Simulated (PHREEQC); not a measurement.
A made-up water analysis in mmol/kgw, 25 °C, pH 2.54, pe 12: Na 11; K 0.718; Ca 1.45; Mg 0.125; Cl 0.764; S(6) 9.91; Cu(2) 0.0792; Si 0.341; Mn(2) 0.00459.

Valence states are taken as typed.

Computed with PHREEQC (ion-association model, phreeqc.dat).

Task: The ionic strength comes out as 0.0264 mol/kgw. What activity coefficients do H+, HSO4-, Mg+2, K+, Na+ get?

Result: H+ 0.88, HSO4- 0.86, Mg+2 0.56, K+ 0.85, Na+ 0.86.

No solid was allowed to form. Examples of supersaturated solids here: Quartz (slow to form), Chalcedony (slow to form). Others may be too.
